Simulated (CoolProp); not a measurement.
Vapour-liquid equilibrium of n-pentane (1) + toluene (2) at 368.1 K; x and y are mole fractions of (1).

The numbers come from the multi-fluid Helmholtz-energy mixture model, Thol 2019 and Lemmon 2006; pair parameters Bell 2016 in CoolProp.

```json
[
 {"x": "0.05", "bubble pressure (MPa)": "0.09596", "y at the bubble point": "0.361", "dew pressure at overall composition x (MPa)": "0.06668", "liquid density (mol/L)": "8.585"},
 {"x": "0.15", "bubble pressure (MPa)": "0.1544", "y at the bubble point": "0.632", "dew pressure at overall composition x (MPa)": "0.07396", "liquid density (mol/L)": "8.496"},
 {"x": "0.25", "bubble pressure (MPa)": "0.2059", "y at the bubble point": "0.747", "dew pressure at overall composition x (MPa)": "0.08301", "liquid density (mol/L)": "8.403"},
 {"x": "0.35", "bubble pressure (MPa)": "0.2524", "y at the bubble point": "0.812", "dew pressure at overall composition x (MPa)": "0.09453", "liquid density (mol/L)": "8.306"},
 {"x": "0.45", "bubble pressure (MPa)": "0.2955", "y at the bubble point": "0.857", "dew pressure at overall composition x (MPa)": "0.1097", "liquid density (mol/L)": "8.204"},
 {"x": "0.55", "bubble pressure (MPa)": "0.3366", "y at the bubble point": "0.890", "dew pressure at overall composition x (MPa)": "0.1305", "liquid density (mol/L)": "8.096"},
 {"x": "0.65", "bubble pressure (MPa)": "0.3769", "y at the bubble point": "0.918", "dew pressure at overall composition x (MPa)": "0.1607", "liquid density (mol/L)": "7.983"},
 {"x": "0.75", "bubble pressure (MPa)": "0.4176", "y at the bubble point": "0.943", "dew pressure at overall composition x (MPa)": "0.2079", "liquid density (mol/L)": "7.864"},
 {"x": "0.85", "bubble pressure (MPa)": "0.4598", "y at the bubble point": "0.966", "dew pressure at overall composition x (MPa)": "0.2882", "liquid density (mol/L)": "7.738"},
 {"x": "0.95", "bubble pressure (MPa)": "0.5047", "y at the bubble point": "0.989", "dew pressure at overall composition x (MPa)": "0.4300", "liquid density (mol/L)": "7.604"}
]
```

No azeotrope shows between x = 0.05 and 0.95.

Pair parameters are fitted to limited data, so mixtures are less certain than the pure fluids.
